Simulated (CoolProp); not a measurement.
Saturation properties of cyclopentane (Tc = 511.7 K, pc = 4.583 MPa, ω = 0.202).

The numbers come from the reference Helmholtz-energy equation of state, Gedanitz 2015 in CoolProp.

```csv
T (K),p (MPa),liquid density (kg/m³),vapour density (kg/m³)
260.8,0.007581,776.2,0.2464
266.5,0.01022,770.9,0.3257
272.2,0.01359,765.5,0.4244
277.9,0.01782,___,0.5461
283.6,0.02307,754.6,0.6943
289.3,0.02951,___,0.8729
295,0.03735,743.5,1.086
300.7,0.04677,737.9,___
306.4,0.05801,732.2,1.635
312.1,0.07130,726.4,___
317.8,0.08689,720.6,___
323.5,0.1050,714.7,2.841
329.2,0.1260,708.7,3.368
```

Task: Some entries are withheld; supply them.

Result: 
- 277.9, liquid density (kg/m³): 760.1
- 289.3, liquid density (kg/m³): 749.1
- 300.7, vapour density (kg/m³): 1.339
- 312.1, vapour density (kg/m³): 1.981
- 317.8, vapour density (kg/m³): 2.381

It boils at 322.4 K under 1 atm.
